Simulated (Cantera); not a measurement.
Source: NASA polynomial tables (part measured, part estimated), evaluated in Cantera. Values are per mole of reaction as written; species without (g) are pure solids or liquids, kept so even where they would boil at 1 bar.

0.6667 Cr + O₂(g) = 0.6667 CrO₃(g), with ΔH° = -195.3 kJ and ΔS° = -43.5 J/K at 300 K.

How far is the shortcut ΔG° ≈ ΔH°(300 K) − T·ΔS°(300 K) from the full temperature-dependent value at 998, 1023, 1048, 1073, 1098, 1123, 1148, 1173, 1198, 1223 K?


```
T (K)  shortcut (kJ)  full (kJ)  difference (kJ)  difference in log10 K
-----  -------------  ---------  ---------------  ---------------------
998           -151.9     -149.9             -2.0                   0.10
1023          -150.8     -148.7             -2.1                   0.11
1048          -149.7     -147.5             -2.2                   0.11
1073          -148.6     -146.3             -2.3                   0.11
1098          -147.5     -145.1             -2.4                   0.12
1123          -146.4     -143.9             -2.5                   0.12
1148          -145.4     -142.7             -2.7                   0.12
1173          -144.3     -141.5             -2.8                   0.12
1198          -143.2     -140.3             -2.9                   0.13
1223          -142.1     -139.1             -3.0                   0.13
```
The shortcut ignores the heat-capacity change of the reaction.
